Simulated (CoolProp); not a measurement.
The fluid at 293.15 K and 1.1 MPa is compressed adiabatically to 7.96 MPa with isentropic efficiency 0.85. The same conditions are run with several fluids, on thermodynamics alone (safety and materials aside).

Model: reference Helmholtz-energy equation of state of each fluid (nitrous oxide: Lemmon 2006; hydrogen chloride: Thol 2018; C2F6 (R116): Lemmon 2006; ethylene: Smukala 2000; normal hydrogen: Leachman 2009), in CoolProp.

Task: Rank nitrous oxide, hydrogen chloride, C2F6 (R116), ethylene, normal hydrogen by work (kJ/kg), highest first.

Result: normal hydrogen (3850), ethylene (223), hydrogen chloride (194), nitrous oxide (148), C2F6 (R116) (34.0)

```json
[
 {"fluid": "nitrous oxide", "final temperature (K)": "470.6", "final phase": "supercritical", "final density (kg/m³)": "97.6"},
 {"fluid": "hydrogen chloride", "final temperature (K)": "553.3", "final phase": "gas", "final density (kg/m³)": "66.8"},
 {"fluid": "C2F6 (R116)", "final temperature (K)": "371.9", "final phase": "supercritical", "final density (kg/m³)": "527"},
 {"fluid": "ethylene", "final temperature (K)": "443.1", "final phase": "supercritical", "final density (kg/m³)": "67.8"},
 {"fluid": "normal hydrogen", "final temperature (K)": "555.4", "final phase": "supercritical", "final density (kg/m³)": "3.38"}
]
```
